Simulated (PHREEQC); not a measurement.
Solution (20 °C): 7.8 mmol/kgw NH3, 2.5 mmol/kgw K2SiO3 and 17 mmol/kgw K2CO3. Closed to the air; pH follows from the charge balance.

The numbers come from PHREEQC with the ion-association model, phreeqc.dat.

Precipitation was switched off in this run.

### Question
Estimate the pH.

### Answer
pH 11.57.

### Question
In which forms is Si present?

### Answer
H3SiO4- 95 %, H2SiO4-2 3.0 %, H4SiO4 1.7 % of the Si.
